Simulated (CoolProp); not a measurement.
R113 along the isobar 4090 kPa: Z from the reference equation and from simpler models built on Tc = 487.2 K, pc = 3392 kPa, ω = 0.253; each cubic takes its own stable root.

Model: reference Helmholtz-energy equation of state, Marx 1992, in CoolProp.

```json
[
 {"T (K)": "264.7", "phase": "liquid", "reference": "0.2111", "van der Waals": "0.3404", "Redlich-Kwong": "0.2322", "Soave-Redlich-Kwong": "0.2272", "Peng-Robinson": "0.2020"},
 {"T (K)": "286.1", "phase": "liquid", "reference": "0.2012", "van der Waals": "0.3225", "Redlich-Kwong": "0.2212", "Soave-Redlich-Kwong": "0.2157", "Peng-Robinson": "0.1915"},
 {"T (K)": "307.5", "phase": "liquid", "reference": "0.1931", "van der Waals": "0.3079", "Redlich-Kwong": "0.2125", "Soave-Redlich-Kwong": "0.2065", "Peng-Robinson": "0.1832"},
 {"T (K)": "328.9", "phase": "liquid", "reference": "0.1866", "van der Waals": "0.2961", "Redlich-Kwong": "0.2059", "Soave-Redlich-Kwong": "0.1995", "Peng-Robinson": "0.1768"},
 {"T (K)": "350.3", "phase": "liquid", "reference": "0.1815", "van der Waals": "0.2867", "Redlich-Kwong": "0.2013", "Soave-Redlich-Kwong": "0.1945", "Peng-Robinson": "0.1722"},
 {"T (K)": "371.6", "phase": "liquid", "reference": "0.1779", "van der Waals": "0.2797", "Redlich-Kwong": "0.1986", "Soave-Redlich-Kwong": "0.1914", "Peng-Robinson": "0.1694"},
 {"T (K)": "393", "phase": "liquid", "reference": "0.1757", "van der Waals": "0.2751", "Redlich-Kwong": "0.1980", "Soave-Redlich-Kwong": "0.1905", "Peng-Robinson": "0.1685"},
 {"T (K)": "414.4", "phase": "liquid", "reference": "0.1753", "van der Waals": "0.2731", "Redlich-Kwong": "0.1999", "Soave-Redlich-Kwong": "0.1923", "Peng-Robinson": "0.1701"},
 {"T (K)": "435.8", "phase": "liquid", "reference": "0.1772", "van der Waals": "0.2744", "Redlich-Kwong": "0.2052", "Soave-Redlich-Kwong": "0.1977", "Peng-Robinson": "0.1752"},
 {"T (K)": "457.2", "phase": "liquid", "reference": "0.1829", "van der Waals": "0.2805", "Redlich-Kwong": "0.2163", "Soave-Redlich-Kwong": "0.2095", "Peng-Robinson": "0.1863"},
 {"T (K)": "478.6", "phase": "liquid", "reference": "0.1980", "van der Waals": "0.2957", "Redlich-Kwong": "0.2398", "Soave-Redlich-Kwong": "0.2359", "Peng-Robinson": "0.2118"},
 {"T (K)": "500", "phase": "supercritical", "reference": "0.3076", "van der Waals": "0.3398", "Redlich-Kwong": "0.3228", "Soave-Redlich-Kwong": "0.3541", "Peng-Robinson": "0.3305"}
]
```
